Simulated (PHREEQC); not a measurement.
A solution holds 7.5 mmol/kgw CuCl2 and 0.85 mmol/kgw Na2SO4, at 25 °C. Closed to the air; pH follows from the charge balance.

All values are PHREEQC results (ion-association model, wateq4f.dat), not measurements.

Q: The ionic strength comes out as 0.0236 mol/kgw. What activity coefficients do CuOH+, Na+, NaSO4-, Cl-, SO4-2 get?

A: CuOH+ 0.86, Na+ 0.86, NaSO4- 0.87, Cl- 0.86, SO4-2 0.56.

Precipitation was switched off in this run. The solution is supersaturated, for example in Atacamite, Brochantite, so a real one may precipitate; this is no full list. Complexes and solids missing from the database can't appear.
